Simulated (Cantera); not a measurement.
**Adiabatic ignition**

An adiabatic, constant-volume homogeneous reactor starts with 5.31 % CH3OH, 19.9 % O2, 74.8 % N2, equivalence ratio 0.40, at 1098 K and 0.582 atm.

Computed with Cantera and GRI-Mech 3.0 (53 species, 325 reactions). GRI-Mech 3.0 was tuned for natural gas; its chemistry of methanol as a main component is partial and can be far from experiment.

| t (s) | T (K) | P (bar) | x CH3OH | x O2 | x CO | x HO2 | x C2H4 |
|---|---|---|---|---|---|---|---|
| 7.00e-6 | 1098 | 0.590 | 0.0531 | 0.199 | 1.23e-10 | 4.53e-10 | <1e-12 |
| 2.06e-5 | 1098 | 0.590 | 0.0531 | 0.199 | 3.63e-10 | 1.58e-9 | <1e-12 |
| 6.06e-5 | 1098 | 0.590 | 0.0531 | 0.199 | 1.07e-9 | 5.04e-9 | <1e-12 |
| 0.000178 | 1098 | 0.590 | 0.0531 | 0.199 | 3.15e-9 | 1.63e-8 | <1e-12 |
| 0.000524 | 1098 | 0.590 | 0.0531 | 0.199 | 9.30e-9 | 5.32e-8 | <1e-12 |
| 0.00154 | 1098 | 0.590 | 0.0531 | 0.199 | 2.75e-8 | 1.67e-7 | <1e-12 |
| 0.00454 | 1098 | 0.590 | 0.0530 | 0.199 | 8.25e-8 | 5.01e-7 | <1e-12 |
| 0.0134 | 1098 | 0.590 | 0.0530 | 0.199 | 2.59e-7 | 1.47e-6 | <1e-12 |
| 0.0393 | 1098 | 0.590 | 0.0530 | 0.199 | 1.11e-6 | 4.63e-6 | <1e-12 |
| 0.116 | 2232 | 1.23 | <1e-12 | 0.115 | 0.00107 | 4.41e-6 | <1e-12 |
| 0.340 | 2218 | 1.23 | <1e-12 | 0.112 | 0.000935 | 4.12e-6 | <1e-12 |
| 1.00 | 2212 | 1.22 | <1e-12 | 0.111 | 0.000906 | 4.01e-6 | <1e-12 |
x: mole fraction; the columns are a selection and need not sum to one.

```yaml
time_of_steepest_temperature_rise: 0.115 s
temperature at 1.00 s: 2212 K
equilibrium_temperature: 2212 K
x(CH3OH) at 1.00 s: <1e-12 (gas-phase equilibrium <1e-12)
x(O2) at 1.00 s: 0.111 (gas-phase equilibrium 0.111)
x(CO) at 1.00 s: 0.000906 (gas-phase equilibrium 0.000906)
```
